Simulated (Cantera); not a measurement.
A Cantera script and what it prints.

```python
import numpy as np
import cantera as ct

gas_names = """
    N NO NO2 NO3 N2 N2O O O2 O3 Pb PbO Pb2
""".split()
cond_names = """
    Pb(cr) Pb(L) PbO(rd) PbO(yw) PbO(L) PbO2(s) Pb3O4(s)
""".split()


def load(file, names, dense=False):
    # The tables refer to 1 bar. Condensed volumes are neglected.
    table = {s.name: s for s in ct.Species.list_from_file(file)}
    out = []
    for n in names:
        d = dict(table[n].input_data)
        d["thermo"] = dict(d["thermo"], **{"reference-pressure": 1e5})
        if dense:
            d["equation-of-state"] = {"model": "constant-volume", "density": "1e6 g/cm^3"}
        out.append(ct.Species.from_dict(d))
    return out


gas = ct.Solution(thermo="ideal-gas", species=load("nasa_gas.yaml", gas_names))
cond = {s.name: ct.Solution(thermo="fixed-stoichiometry", species=[s], name=s.name)
        for s in load("nasa_condensed.yaml", cond_names, dense=True)}
atoms = {
    'Pb': {'Pb': 1},
    'O2': {'O': 2},
    'N2': {'N': 2},
}
top_T = {'Pb3O4(s)': 820}  # K; cautious upper limits of use, not melting points


def equilibrate(T, P, feed):
    n = {}
    for name, mol in feed.items():
        for a, k in atoms[name].items():
            n[a] = n.get(a, 0.0) + k * mol
    gas.TPX = T, P, n
    mass = sum(n.values()) * gas.mean_molecular_weight
    gas.equilibrate("TP")
    valid = [c for c in cond.values() if c.min_temp <= T <= top_T.get(c.name, c.max_temp)]
    mix = ct.Mixture([(gas, mass / gas.mean_molecular_weight)] + [(c, 0.0) for c in valid])
    mix.T, mix.P = T, P
    mix.equilibrate("TP", solver="vcs", rtol=1e-11, max_steps=5000)
    return mix


results = []
P = 250  # Pa
for T in [825, 900, 975, 1050, 1125, 1200, 1275, 1350, 1425]:
    for m in [0.085, 0.12, 0.16, 0.21, 0.29, 0.39, 0.53, 0.71, 0.96]:
        feed = {'Pb': 1, 'O2': m, 'N2': 0.26}  # mol
        mix = equilibrate(T, P, feed)
        results.append((T, P, feed, dict(zip(mix.species_names, mix.species_moles))))

for T, P, feed, n in results:
    print(f"{T:7g} {feed['O2']:10.4g}  " + (" + ".join(c for c in cond_names if n.get(c, 0) > 1e-12) or "gas only"))
```

Output:

```
    825      0.085  Pb(L) + PbO(yw)
    825       0.12  Pb(L) + PbO(yw)
    825       0.16  Pb(L) + PbO(yw)
    825       0.21  Pb(L) + PbO(yw)
    825       0.29  Pb(L) + PbO(yw)
    825       0.39  Pb(L) + PbO(yw)
    825       0.53  PbO(yw)
    825       0.71  PbO(yw)
    825       0.96  PbO(yw)
    900      0.085  Pb(L) + PbO(yw)
    900       0.12  Pb(L) + PbO(yw)
    900       0.16  Pb(L) + PbO(yw)
    900       0.21  Pb(L) + PbO(yw)
    900       0.29  Pb(L) + PbO(yw)
    900       0.39  Pb(L) + PbO(yw)
    900       0.53  PbO(yw)
    900       0.71  PbO(yw)
    900       0.96  PbO(yw)
    975      0.085  Pb(L) + PbO(yw)
    975       0.12  Pb(L) + PbO(yw)
    975       0.16  Pb(L) + PbO(yw)
    975       0.21  Pb(L) + PbO(yw)
    975       0.29  Pb(L) + PbO(yw)
    975       0.39  Pb(L) + PbO(yw)
    975       0.53  PbO(yw)
    975       0.71  PbO(yw)
    975       0.96  PbO(yw)
   1050      0.085  Pb(L) + PbO(yw)
   1050       0.12  Pb(L) + PbO(yw)
   1050       0.16  Pb(L) + PbO(yw)
   1050       0.21  Pb(L) + PbO(yw)
   1050       0.29  Pb(L) + PbO(yw)
   1050       0.39  Pb(L) + PbO(yw)
   1050       0.53  PbO(yw)
   1050       0.71  PbO(yw)
   1050       0.96  PbO(yw)
   1125      0.085  Pb(L) + PbO(yw)
   1125       0.12  Pb(L) + PbO(yw)
   1125       0.16  Pb(L) + PbO(yw)
   1125       0.21  Pb(L) + PbO(yw)
   1125       0.29  Pb(L) + PbO(yw)
   1125       0.39  Pb(L) + PbO(yw)
   1125       0.53  PbO(yw)
   1125       0.71  PbO(yw)
   1125       0.96  PbO(yw)
   1200      0.085  Pb(L) + PbO(L)
   1200       0.12  Pb(L) + PbO(L)
   1200       0.16  Pb(L) + PbO(L)
   1200       0.21  Pb(L) + PbO(L)
   1200       0.29  Pb(L) + PbO(L)
   1200       0.39  Pb(L) + PbO(L)
   1200       0.53  PbO(L)
   1200       0.71  PbO(L)
   1200       0.96  PbO(L)
   1275      0.085  PbO(L)
   1275       0.12  PbO(L)
   1275       0.16  PbO(L)
   1275       0.21  PbO(L)
   1275       0.29  PbO(L)
   1275       0.39  PbO(L)
   1275       0.53  PbO(L)
   1275       0.71  PbO(L)
   1275       0.96  PbO(L)
   1350      0.085  gas only
   1350       0.12  gas only
   1350       0.16  gas only
   1350       0.21  gas only
   1350       0.29  PbO(L)
   1350       0.39  PbO(L)
   1350       0.53  PbO(L)
   1350       0.71  PbO(L)
   1350       0.96  PbO(L)
   1425      0.085  gas only
   1425       0.12  gas only
   1425       0.16  gas only
   1425       0.21  gas only
   1425       0.29  gas only
   1425       0.39  gas only
   1425       0.53  gas only
   1425       0.71  gas only
   1425       0.96  gas only
```

Cantera equilibrium calculation (NASA polynomials, part measured and part estimated; ideal gas, pure solids and liquids). Each liquid is taken as pure. Mutual solubility and eutectic melting of coexisting phases are not modelled.
